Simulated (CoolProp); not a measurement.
R236FA along the isotherm 400 K: fugacity coefficient from the reference equation and from simpler models built on Tc = 398.1 K, pc = 3.191 MPa, ω = 0.377; each cubic takes its own stable root.

Model: reference Helmholtz-energy equation of state, Pan 2012, in CoolProp.

| p (MPa) | phase | reference |
|---|---|---|
| 0.199 | gas | 0.9787 |
| 0.399 | gas | 0.9576 |
| 0.598 | gas | 0.9366 |
| 0.798 | gas | 0.9157 |
| 0.997 | gas | 0.8951 |
| 1.2 | gas | 0.8741 |
| 1.4 | gas | 0.8535 |
| 1.6 | gas | 0.8330 |

How far does each simpler model (van der Waals, Redlich-Kwong, Peng-Robinson) lie from the reference over these 8 states: mean and median of the absolute difference, and the worst?


- van der Waals: mean 1.4 %, median 1.4 %, worst +2.5 % at 400 K and 1.6 MPa
- Redlich-Kwong: mean 0.2 %, median 0.2 %, worst +0.4 % at 400 K and 1.6 MPa
- Peng-Robinson: mean 0.8 %, median 0.8 %, worst -1.4 % at 400 K and 1.6 MPa
